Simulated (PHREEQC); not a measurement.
Solution (85 °C): 0.0021 mol/kgw Fe(NO3)3. Closed to the air; pH follows from the charge balance.

Equilibrium calculation in PHREEQC: ion-association model, phreeqc.dat.

The pH comes out as 2.59 and the ionic strength is 0.00775 mol/kgw. The total alkalinity comes out as -4.20 meq/kg.

```json
[
 {"species": "NO3-", "molality": "0.00630", "activity": "0.00566", "log γ": "-0.047"},
 {"species": "H+", "molality": "0.00284", "activity": "0.00259", "log γ": "-0.040"},
 {"species": "FeOH+2", "molality": "0.00125", "activity": "0.000833", "log γ": "-0.177"},
 {"species": "Fe(OH)2+", "molality": "0.000782", "activity": "0.000707", "log γ": "-0.044"},
 {"species": "Fe+3", "molality": "4.05e-5", "activity": "1.77e-5", "log γ": "-0.361"},
 {"species": "Fe2(OH)2+4", "molality": "1.26e-5", "activity": "2.37e-6", "log γ": "-0.727"},
 {"species": "Fe(OH)3", "molality": "3.09e-7", "activity": "3.10e-7", "log γ": "0.001"},
 {"species": "Fe3(OH)4+5", "molality": "4.76e-8", "activity": "3.48e-9", "log γ": "-1.136"}
]
```

No solid was allowed to form. Saturation is exceeded, for instance for Hematite (slow to form), Goethite (slow to form); the values hold only as long as no solid forms. Complexes and solids missing from the database can't appear. Constants without temperature data keep their 25 °C values here.
